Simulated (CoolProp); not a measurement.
A single-stage vapour-compression cycle with R142b: evaporating at 242.15 K (dew point), condensing at 307.15 K (bubble point), superheat 0 K, subcooling 2 K, compressor efficiency 0.85, no pressure losses. Each further row changes one setting.

Computed with CoolProp (reference Helmholtz-energy equation of state, Lemmon 2006). It is a short technical equation, of lower accuracy than the large ones.

| case | cooling COP | pressure ratio | discharge temperature (K) | refrigerating effect (kJ/kg) | volumetric capacity (kJ/m³) |
|---|---|---|---|---|---|
| as stated | 2.46 | 11.6 | 328.6 | 156 | 302 |
| evaporating temperature 247.15 K | 2.79 | (withheld) | 325.7 | 159 | 387 |
| condensing temperature 302.15 K | 2.75 | 10.0 | 323.0 | 163 | 315 |
| subcooling 7 K | (withheld) | 11.6 | 328.6 | 163 | 315 |
| superheat 10 K | 2.47 | 11.6 | (withheld) | (withheld) | 303 |
| compressor efficiency 0.75 | 2.17 | 11.6 | 337.4 | 156 | 302 |

Question: Complete the blanks.

Answer: 
- evaporating temperature 247.15 K, pressure ratio: 9.12
- subcooling 7 K, cooling COP: 2.57
- superheat 10 K, discharge temperature (K): 339.4
- superheat 10 K, refrigerating effect (kJ/kg): 164
